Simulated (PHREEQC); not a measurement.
A solution holds 150 mmol/kgw FeCl3, 37 mmol/kgw HCl and 7.3 mmol/kgw Na2SO4, at 25 °C. Closed to the air; pH follows from the charge balance.

Model: ion-association model, phreeqc.dat, run in PHREEQC.

The pH comes out as 1.51 and the ionic strength comes out as 0.535 mol/kgw. The activity of water comes out as 0.991. The total alkalinity comes out as -337 meq/kg.

```tsv
species	molality	activity	log γ
Cl-	0.350	0.226	-0.190
FeCl+2	0.0832	0.0175	-0.678
H+	0.0403	0.0307	-0.118
Fe+3	0.0295	0.00256	-1.062
FeCl2+	0.0261	0.0177	-0.169
Na+	0.0146	0.0105	-0.145
FeSO4+	0.00516	0.00349	-0.169
FeOH+2	0.00254	0.000533	-0.678
```

Precipitation was switched off in this run. The solution is supersaturated, for example in Hematite (slow to form), Goethite (slow to form), so a real one may precipitate; this is no full list. Species that the database lacks are ignored.
